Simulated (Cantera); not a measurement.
Mixture: 2.82 % C3H8, 20.5 % O2, 76.7 % N2, equivalence ratio 0.69, at 2.90 bar, adiabatic and at constant pressure. Ignition delay is the time to a rise of 400 K.

Computed with Cantera and GRI-Mech 3.0 (53 species, 325 reactions). GRI-Mech 3.0 was tuned for natural gas; its chemistry of propane as a main component is partial and can be far from experiment.

Q: Predict: delay at 1050 K; delay at 1150 K; delay at 1250 K; delay at 1350 K; delay at 1450 K; apparent activation energy between 1400 and 1500 K.

A: 
```
Item                                                     Value
--------------------------------------------------  ----------
delay at 1050 K                                        78.1 ms
delay at 1150 K                                        9.58 ms
delay at 1250 K                                        1.35 ms
delay at 1350 K                                       0.256 ms
delay at 1450 K                                        68.3 µs
apparent activation energy between 1400 and 1500 K  200 kJ/mol
```
